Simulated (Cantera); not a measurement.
An isothermal, constant-pressure homogeneous reactor starts with NO : N2 = 1 : 10 (molar parts), at 1800 K and 100.0 Torr. Integrator tolerance rtol = 1e-08.

Computed with Cantera and GRI-Mech 3.0 (53 species, 325 reactions).

```csv
quantity,before,after
x(NO) at 10.0 s,0.0841 (gas-phase equilibrium 0.00211),0.0136 (gas-phase equilibrium 0.000823)
x(O2) at 10.0 s,0.00339 (gas-phase equilibrium 0.0444),0.000101 (gas-phase equilibrium 0.00648)
x(N2) at 10.0 s,0.912 (gas-phase equilibrium 0.953),0.986 (gas-phase equilibrium 0.993)
x(N2O) at 10.0 s,2.84e-6 (gas-phase equilibrium 4.87e-8),7.96e-8 (gas-phase equilibrium 1.94e-8)
x(O) at 10.0 s,2.28e-5 (gas-phase equilibrium 7.06e-5),5.57e-6 (gas-phase equilibrium 2.70e-5)
x(NO2) at 10.0 s,1.08e-5 (gas-phase equilibrium 8.87e-7),4.35e-7 (gas-phase equilibrium 1.32e-7)
```

Task: What was changed between the two runs?
A. NO 1 to 3 parts
B. NO 1 to 0.14 parts
C. pressure from 100.0 Torr to 900 Torr
D. pressure from 100.0 Torr to 34.5 Torr

Result: B, NO 1 to 0.14 parts
